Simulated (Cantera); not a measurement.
## Equilibrium for metals in furnace atmospheres: Pb + NH₃ + H₂

Input: 1 mol Pb, 12 mol NH₃, 19 mol H₂, at 975 K and 61.0 Pa.

Method: chemical equilibrium by Gibbs-energy minimisation in Cantera with the NASA 1993 tables (ideal gas, pure condensed phases). Candidate condensed phases: Pb; 11 gas species. The numbers say what is thermodynamically allowed, not how fast it happens.

* **x(H₂)**: 0.848
* **x(N₂)**: 0.137
* **x(Pb)**: 0.0150
* **n(Pb(l))**: 0.344 mol
* **gas amount**: 43.66 mol
